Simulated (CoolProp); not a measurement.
Propane at 298.15 K and 0.0641 MPa is throttled through a valve to 0.0412 MPa with no heat exchange. Each further row changes one setting.

Model: reference Helmholtz-energy equation of state, Lemmon 2009, in CoolProp.

```json
[
 {"case": "as stated", "temperature change (K)": "-0.4", "final density (kg/m³)": "0.739"},
 {"case": "outlet pressure 0.0124 MPa", "temperature change (K)": "-0.9", "final density (kg/m³)": "0.222"},
 {"case": "outlet pressure 0.0536 MPa", "temperature change (K)": "-0.2", "final density (kg/m³)": "0.962"}
]
```
